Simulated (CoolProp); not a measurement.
A single-stage vapour-compression cycle with n-hexane: evaporating at 310.15 K (dew point), condensing at 370.15 K (bubble point), superheat 2 K, subcooling 5 K, compressor efficiency 0.9, no pressure losses. Each further row changes one setting.

Computed with CoolProp (reference Helmholtz-energy equation of state, Thol 2019).

| case | cooling COP | pressure ratio | discharge temperature (K) | refrigerating effect (kJ/kg) | volumetric capacity (kJ/m³) |
|---|---|---|---|---|---|
| as stated | 3.57 | 6.88 | 370.1 | 226 | 255 |
| evaporating temperature 315.15 K | 4.08 | 5.66 | 370.1 | 235 | 316 |
| condensing temperature 365.15 K | 4.04 | 6.02 | 365.1 | 239 | 269 |
| subcooling 10 K | 3.77 | 6.88 | 370.1 | 239 | 269 |
| superheat 12 K | 3.66 | 6.88 | 370.1 | 244 | 265 |
| compressor efficiency 0.8 | 3.17 | 6.88 | 370.1 | 226 | 255 |

The compression ends wet for: as stated; evaporating temperature 315.15 K; condensing temperature 365.15 K; subcooling 10 K; superheat 12 K; compressor efficiency 0.8.
